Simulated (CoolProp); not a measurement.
Computed with CoolProp (reference Helmholtz-energy equation of state, Gao 2022).

**Question.** For n-perfluorohexane, give the phase and the density (kg/m³), cv (kJ/(kg K)), Joule-Thomson coefficient (K/MPa), isothermal compressibility (1/MPa) at 450 K and 22 bar.

**Answer.** 
- 450 K and 22 bar: supercritical; density 962, cv 1.05, Joule-Thomson coefficient 4.24, isothermal compressibility 0.234
